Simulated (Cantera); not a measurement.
## Equilibrium for oxide etching and cleaning by halides: TiO2 + HCl

A closed system holds: 1 mol TiO2, 18 mol HCl, at 0.00133 bar.

Cantera equilibrium calculation (NASA polynomials, part measured and part estimated; ideal gas, pure solids and liquids). Candidate condensed phases: H2O, Ti, TiCl2, TiCl3, TiCl4, TiO, TiO2, Ti2O3, Ti3O5, Ti4O7; 23 gas species. Mutual solubility and eutectic melting of coexisting phases are not modelled. The tables' values for TiCl2 are old estimates; treat these amounts as uncertain. Condensed phases not in the tables: Magnéli phases beyond Ti4O7. Equilibrium is a limit: real reactors are often held back by kinetics, nucleation or transport.

```json
[
 {"T (K)": "1300", "x HCl": "0.997", "x Cl": "0.00109", "x H2": "0.000545", "x H2O": "0.000948", "x H": "7.08e-7", "x TiCl3": "1.99e-5", "x TiCl4": "0.000454", "x TiOCl2": "2.04e-7", "n TiO2(rutile)": "0.991", "n Ti4O7(s)": "0"},
 {"T (K)": "1350", "x HCl": "0.996", "x Cl": "0.00181", "x H2": "0.000895", "x H2O": "0.00102", "x H": "1.95e-6", "x TiCl3": "4.07e-5", "x TiCl4": "0.000470", "x TiOCl2": "5.80e-7", "n TiO2(rutile)": "0.991", "n Ti4O7(s)": "0"},
 {"T (K)": "1400", "x HCl": "0.994", "x Cl": "0.00289", "x H2": "0.00142", "x H2O": "0.00111", "x H": "5.02e-6", "x TiCl3": "7.72e-5", "x TiCl4": "0.000475", "x TiOCl2": "1.51e-6", "n TiO2(rutile)": "0.990", "n Ti4O7(s)": "0"},
 {"T (K)": "1450", "x HCl": "0.992", "x Cl": "0.00448", "x H2": "0.00218", "x H2O": "0.00121", "x H": "1.21e-5", "x TiCl3": "0.000136", "x TiCl4": "0.000465", "x TiOCl2": "3.63e-6", "n TiO2(rutile)": "0.989", "n Ti4O7(s)": "0"},
 {"T (K)": "1500", "x HCl": "0.988", "x Cl": "0.00673", "x H2": "0.00326", "x H2O": "0.00133", "x H": "2.75e-5", "x TiCl3": "0.000222", "x TiCl4": "0.000438", "x TiOCl2": "8.04e-6", "n TiO2(rutile)": "0.988", "n Ti4O7(s)": "0"},
 {"T (K)": "1550", "x HCl": "0.983", "x Cl": "0.00983", "x H2": "0.00474", "x H2O": "0.00148", "x H": "5.94e-5", "x TiCl3": "0.000336", "x TiCl4": "0.000396", "x TiOCl2": "1.65e-5", "n TiO2(rutile)": "0.986", "n Ti4O7(s)": "0"},
 {"T (K)": "1600", "x HCl": "0.977", "x Cl": "0.0140", "x H2": "0.00673", "x H2O": "0.00167", "x H": "0.000122", "x TiCl3": "0.000475", "x TiCl4": "0.000344", "x TiOCl2": "3.17e-5", "n TiO2(rutile)": "0.985", "n Ti4O7(s)": "0"},
 {"T (K)": "1650", "x HCl": "0.968", "x Cl": "0.0195", "x H2": "0.00935", "x H2O": "0.00190", "x H": "0.000241", "x TiCl3": "0.000630", "x TiCl4": "0.000289", "x TiOCl2": "5.71e-5", "n TiO2(rutile)": "0.982", "n Ti4O7(s)": "0"},
 {"T (K)": "1700", "x HCl": "0.957", "x Cl": "0.0266", "x H2": "0.0127", "x H2O": "0.00217", "x H": "0.000455", "x TiCl3": "0.000792", "x TiCl4": "0.000236", "x TiOCl2": "9.75e-5", "n TiO2(rutile)": "0.979", "n Ti4O7(s)": "0"},
 {"T (K)": "1750", "x HCl": "0.943", "x Cl": "0.0356", "x H2": "0.0169", "x H2O": "0.00248", "x H": "0.000829", "x TiCl3": "0.000954", "x TiCl4": "0.000189", "x TiOCl2": "0.000159", "n TiO2(rutile)": "0.976", "n Ti4O7(s)": "0"},
 {"T (K)": "1800", "x HCl": "0.925", "x Cl": "0.0467", "x H2": "0.0221", "x H2O": "0.00283", "x H": "0.00146", "x TiCl3": "0.00110", "x TiCl4": "0.000148", "x TiOCl2": "0.000247", "n TiO2(rutile)": "0.971", "n Ti4O7(s)": "0"},
 {"T (K)": "1850", "x HCl": "0.904", "x Cl": "0.0610", "x H2": "0.0276", "x H2O": "0.00369", "x H": "0.00245", "x TiCl3": "0.000927", "x TiCl4": "8.71e-5", "x TiOCl2": "0.000323", "n TiO2(rutile)": "0.882", "n Ti4O7(s)": "0.0230"},
 {"T (K)": "1900", "x HCl": "0.877", "x Cl": "0.0790", "x H2": "0.0331", "x H2O": "0.00567", "x H": "0.00396", "x TiCl3": "0.000529", "x TiCl4": "3.56e-5", "x TiOCl2": "0.000341", "n TiO2(rutile)": "0.671", "n Ti4O7(s)": "0.0777"}
]
```
x: gas mole fraction; n: condensed amount in mol.

From 1300 K to 1800 K the condensed part is TiO2(rutile). From 1850 K to 1900 K the condensed part is TiO2(rutile) + Ti4O7(s). The main Ti-bearing gas is TiCl4 at 1300 K and TiCl3 at 1900 K.
